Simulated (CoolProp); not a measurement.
Vapour-liquid equilibrium of R143a (1) + R152A (2) at 1.28 MPa; x and y are mole fractions of (1).

Model: multi-fluid Helmholtz-energy mixture model, Lemmon and Jacobsen 2000 and Outcalt 1996; pair parameters Bell 2016, in CoolProp.

Problem. Give the bubble temperature and the first vapour's composition at x = 0.35, 0.725, 0.95. Is there an azeotrope?

Solution. x = 0.35: 313.6 K, y = 0.481; x = 0.725: 304.2 K, y = 0.807; x = 0.95: 299.6 K, y = 0.966. No azeotrope shows between x = 0.05 and 0.95.

The pair parameters rest on a limited set of measurements; away from them the model extrapolates.
